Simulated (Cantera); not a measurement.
Input (Python, Cantera) and output of one run.

```python
import numpy as np
import cantera as ct

gas_names = """
    C CO CO2 C2 C2O C3 C3O2 C4 C5 Ca CaO Ca2 O O2 O3
""".split()
cond_names = """
    C(gr) Ca(a) Ca(b) Ca(L) CaCO3(caL) CaO(s) CaO(L)
""".split()


# ... load() reads the species with a 1 bar reference pressure and builds the phases ...
atoms = {
    'CaO': {'Ca': 1, 'O': 1},
    'O2': {'O': 2},
    'CO2': {'C': 1, 'O': 2},
}
top_T = {'C(gr)': 4500}  # K; cautious upper limits of use, not melting points


# ... equilibrate(T, P, feed) seeds the gas with the atoms and calls Mixture.equilibrate('TP', solver="vcs", rtol=1e-11, max_steps=5000) ...
results = []
feed = {'CaO': 1, 'O2': 8.4, 'CO2': 0.26}  # mol
P = 27000  # Pa
for T in [850, 1000, 1150, 1300, 1450, 1600, 1750, 1900]:
    mix = equilibrate(T, P, feed)
    results.append((T, P, feed, dict(zip(mix.species_names, mix.species_moles))))
    x = sorted(zip(gas.X, gas.species_names), reverse=True)
    print(f"T = {T:g} K  P = {P:g} Pa  gas = {mix.phase_moles(0):.4g} mol")
    print("   x: " + "  ".join(f"{s} {v:.3e}" for v, s in x if v > 0.001))
    print("   condensed (mol): " + ("  ".join(f"{mix.phase(i).name} {mix.phase_moles(i):.4g}"
          for i in range(1, mix.n_phases) if mix.phase_moles(i) > 1e-12) or "none"))
```

Result:

```
T = 850 K  P = 27000 Pa  gas = 8.445 mol
   x: O2 9.947e-01  CO2 5.311e-03
   condensed (mol): CaCO3(caL) 0.2151  CaO(s) 0.7849
T = 1000 K  P = 27000 Pa  gas = 8.66 mol
   x: O2 9.700e-01  CO2 3.002e-02
   condensed (mol): CaO(s) 1
T = 1150 K  P = 27000 Pa  gas = 8.66 mol
   x: O2 9.700e-01  CO2 3.002e-02
   condensed (mol): CaO(s) 1
T = 1300 K  P = 27000 Pa  gas = 8.66 mol
   x: O2 9.700e-01  CO2 3.002e-02
   condensed (mol): CaO(s) 1
T = 1450 K  P = 27000 Pa  gas = 8.66 mol
   x: O2 9.700e-01  CO2 3.002e-02
   condensed (mol): CaO(s) 1
T = 1600 K  P = 27000 Pa  gas = 8.66 mol
   x: O2 9.699e-01  CO2 3.002e-02
   condensed (mol): CaO(s) 1
T = 1750 K  P = 27000 Pa  gas = 8.661 mol
   x: O2 9.698e-01  CO2 3.001e-02
   condensed (mol): CaO(s) 1
T = 1900 K  P = 27000 Pa  gas = 8.663 mol
   x: O2 9.694e-01  CO2 2.998e-02
   condensed (mol): CaO(s) 1
```

Cantera equilibrium calculation (NASA polynomials, part measured and part estimated; ideal gas, pure solids and liquids).
